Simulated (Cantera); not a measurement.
A closed system holds: 1 mol Si3N4, 1.4 mol CO2, 53 mol N2, 0.092 mol H2O, held at 8.40 Pa.

Method: chemical equilibrium by Gibbs-energy minimisation in Cantera with the NASA 1993 tables (ideal gas, pure condensed phases). Candidate condensed phases: C, C6H6, C7H8, C8H18, H2O, Si, SiC, SiO2, Si2N2O, Si3N4; 151 gas species. Kinetics and transport are ignored.

### Question
At 777 °C, list the 3 most abundant gas species with their mole fractions, and the condensed phases.

### Answer
N2 0.973, CO 0.0253, H2 0.00167. Condensed: C(graphite) + Si2N2O(s).
